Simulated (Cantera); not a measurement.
Feed: 1 mol B2O3, 100 mol H2, 0.24 mol NH3, held at 0.0975 Torr.

Cantera equilibrium calculation (NASA polynomials, part measured and part estimated; ideal gas, pure solids and liquids). Candidate condensed phases: B, BN, B2O3, B3O3H3, H2O; 39 gas species. Mutual solubility and eutectic melting of coexisting phases are not modelled. Rates play no part. All values below are at 1173 K.

Base state: H2 0.998, N2 0.00117, HBO2 0.000341, HBO 0.000286, H2O 4.81e-5, B2O3 2.86e-5, H 1.03e-5 (mole fractions); condensed: BN(s) + B2O3(l).

Task: What changes in the equilibrium state with this change: NH3 from 0.24 to 1.8 mol?

Result: 
| species | before | after |
|---|---|---|
| H2 | 0.998 | 0.991 |
| N2 | 0.00117 | 0.00861 |
| HBO2 | 0.000341 | 0.000474 |
| H2O | 4.81e-5 | 9.28e-5 |
| HBO | 0.000286 | 0.000204 |
| BN(s), mol | 0.00493 | 0.0157 |
| B2O3(l), mol | 0.963 | 0.954 |
